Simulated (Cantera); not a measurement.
Source: NASA polynomial tables (part measured, part estimated), evaluated in Cantera. Values are per mole of reaction as written; species without (g) are pure solids or liquids, kept so even where they would boil at 1 bar.

2 Ba(OH)2 + NO2(g) → 2 BaO + 2 H2O2(g) + N(g), with ΔH° = 962.2 kJ and ΔS° = 311.8 J/K at 300 K.

How far is the shortcut ΔG° ≈ ΔH°(300 K) − T·ΔS°(300 K) from the full temperature-dependent value at 1448, 1498, 1548, 1598, 1648, 1698 K?


| T (K) | shortcut (kJ) | full (kJ) | difference (kJ) | difference in log10 K | condensed phases |
|---|---|---|---|---|---|
| 1448 | 510.6 | 616.6 | -106.0 | 3.82 | Ba(OH)2(l), BaO(s) |
| 1498 | 495.0 | 608.5 | -113.5 | 3.96 | Ba(OH)2(l), BaO(s) |
| 1548 | 479.4 | 600.5 | -121.1 | 4.09 | Ba(OH)2(l), BaO(s) |
| 1598 | 463.8 | 592.6 | -128.8 | 4.21 | Ba(OH)2(l), BaO(s) |
| 1648 | 448.3 | 584.8 | -136.5 | 4.33 | Ba(OH)2(l), BaO(s) |
| 1698 | 432.7 | 577.1 | -144.4 | 4.44 | Ba(OH)2(l), BaO(s) |
The shortcut ignores heat capacities and the phase changes listed.
